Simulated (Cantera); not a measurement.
Cantera run:

```python
import numpy as np
import cantera as ct

gas_names = """
    Ca CaF CaF2 CaO Ca2 F FO FO2 F2 F2O O O2 O3
""".split()
cond_names = """
    Ca(a) Ca(b) Ca(L) CaF2(a) CaF2(b) CaF2(L) CaO(s) CaO(L)
""".split()


# ... load() reads the species with a 1 bar reference pressure and builds the phases ...
atoms = {
    'CaO': {'Ca': 1, 'O': 1},
    'F2': {'F': 2},
}
top_T = {}  # K; cautious upper limits of use, not melting points


# ... equilibrate(T, P, feed) seeds the gas with the atoms and calls Mixture.equilibrate('TP', solver="vcs", rtol=1e-11, max_steps=5000) ...
results = []
feed = {'CaO': 1, 'F2': 4.5}  # mol
T = 1473.15  # K
P = 30  # Pa
mix = equilibrate(T, P, feed)
results.append((T, P, feed, dict(zip(mix.species_names, mix.species_moles))))
x = sorted(zip(gas.X, gas.species_names), reverse=True)
print(f"T = {T:g} K  P = {P:g} Pa  gas = {mix.phase_moles(0):.4g} mol")
print("   x: " + "  ".join(f"{s} {v:.3e}" for v, s in x if v > 0.0001))
print("   condensed (mol): " + ("  ".join(f"{mix.phase(i).name} {mix.phase_moles(i):.4g}"
      for i in range(1, mix.n_phases) if mix.phase_moles(i) > 1e-12) or "none"))
```

Output:

```
T = 1473.15 K  P = 30 Pa  gas = 7.53 mol
   x: F 9.295e-01  O2 6.638e-02  CaF2 4.062e-03
   condensed (mol): CaF2(b) 0.9694
```

Equilibrium computed with Cantera from the NASA thermochemical tables; the gas is ideal and each condensed phase is pure.
